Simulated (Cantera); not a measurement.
An isothermal, constant-pressure homogeneous reactor starts with 87.7 % NH3, 12.3 % H2, at 1600 K and 825 Torr.

Model: the gas-phase N/H chemistry of the illustrative SiF4/NH3 mechanism in the Surface Chemkin manual (1991), integrated in Cantera. Walls and surfaces, which speed up NH3 decomposition in real reactors, are not modelled.

One state of this run: x NH3 = 0.372; x H2 = 0.493; x H = 2.47e-5; x NH = 1.63e-7; x NH2 = 4.43e-5. x: mole fraction; the columns are a selection and need not sum to one.

Task: Which value of t (s) does it belong to?
A. 20.0
B. 0.00348
C. 6.78
D. 0.0303

Result: C, 6.78
